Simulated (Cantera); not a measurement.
An adiabatic, constant-pressure homogeneous reactor starts with H2 : O2 : N2 : H2O = 1 : 0.526 : 1.98 : 0.36 (molar parts), equivalence ratio 0.95, at 1125 K and 3.00 bar. Integrator tolerance rtol = 1e-08.

Model: the H2/O2 subset of GRI-Mech 3.0, which has no nitrogen chemistry, integrated in Cantera. The hydrogen kinetics of GRI-Mech 3.0 are dated; newer H2 mechanisms differ, most at raised pressure.

### Question
What does this change do: initial temperature 1125 to 973 K?

### Answer
| quantity | before | after |
|---|---|---|
| time of steepest temperature rise | 0.500 ms | 36.2 ms |
| temperature at 4.00 s | 2655 K | 2580 K |
| equilibrium temperature | 2655 K | 2580 K |
| x(H2) at 4.00 s | 0.0215 (gas-phase equilibrium 0.0215) | 0.0167 (gas-phase equilibrium 0.0167) |
| x(O2) at 4.00 s | 0.0141 (gas-phase equilibrium 0.0141) | 0.0126 (gas-phase equilibrium 0.0126) |
| x(H2O) at 4.00 s | 0.364 (gas-phase equilibrium 0.364) | 0.373 (gas-phase equilibrium 0.373) |
| x(O) at 4.00 s | 0.00205 (gas-phase equilibrium 0.00205) | 0.00138 (gas-phase equilibrium 0.00138) |
| x(H2O2) at 4.00 s | 7.22e-7 (gas-phase equilibrium 7.22e-7) | 6.04e-7 (gas-phase equilibrium 6.04e-7) |
| x(H) at 4.00 s | 0.00407 (gas-phase equilibrium 0.00407) | 0.00266 (gas-phase equilibrium 0.00266) |
| x(HO2) at 4.00 s | 6.91e-6 (gas-phase equilibrium 6.91e-6) | 5.38e-6 (gas-phase equilibrium 5.38e-6) |

### Question
What does this change do: initial temperature 1125 to 950 K?

### Answer
| quantity | before | after |
|---|---|---|
| time of steepest temperature rise | 0.500 ms | 66.3 ms |
| temperature at 4.00 s | 2655 K | 2568 K |
| equilibrium temperature | 2655 K | 2568 K |
| x(H2) at 4.00 s | 0.0215 (gas-phase equilibrium 0.0215) | 0.0160 (gas-phase equilibrium 0.0160) |
| x(O2) at 4.00 s | 0.0141 (gas-phase equilibrium 0.0141) | 0.0124 (gas-phase equilibrium 0.0124) |
| x(H2O) at 4.00 s | 0.364 (gas-phase equilibrium 0.364) | 0.375 (gas-phase equilibrium 0.375) |
| x(O) at 4.00 s | 0.00205 (gas-phase equilibrium 0.00205) | 0.00130 (gas-phase equilibrium 0.00130) |
| x(H2O2) at 4.00 s | 7.22e-7 (gas-phase equilibrium 7.22e-7) | 5.87e-7 (gas-phase equilibrium 5.87e-7) |
| x(H) at 4.00 s | 0.00407 (gas-phase equilibrium 0.00407) | 0.00248 (gas-phase equilibrium 0.00248) |
| x(HO2) at 4.00 s | 6.91e-6 (gas-phase equilibrium 6.91e-6) | 5.17e-6 (gas-phase equilibrium 5.17e-6) |
